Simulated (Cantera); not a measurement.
Feed: 1 mol Si, 1.2 mol N2O, 8.6 mol N2, equilibrated at 51000 Pa.

These are equilibrium values from Cantera (NASA tables, ideal gas, pure condensed phases), not measurements of a reactor. Candidate condensed phases: Si, SiO2, Si2N2O, Si3N4; 16 gas species. Mutual solubility and eutectic melting of coexisting phases are not modelled. The tables hold silica as quartz up to 1696 K and as liquid above; real silica turns to tridymite and cristobalite and melts near 1996 K. Rates play no part. All values below are at 1923 K.

Base state: N2 0.965, SiO 0.0349 (mole fractions); condensed: SiO2(condensed) + Si2N2O(s).

Q: What changes in the equilibrium state with this change: N2O from 1.2 to 0.041 mol?

A: 
| species | before | after |
|---|---|---|
| N2 | 0.965 | 0.998 |
| SiO | 0.0349 | 0.00190 |
| SiO2(condensed), mol | 0.350 | 0 |
| Si2N2O(s), mol | 0.150 | 0.0258 |
| Si3N4(s), mol | 0 | 0.311 |
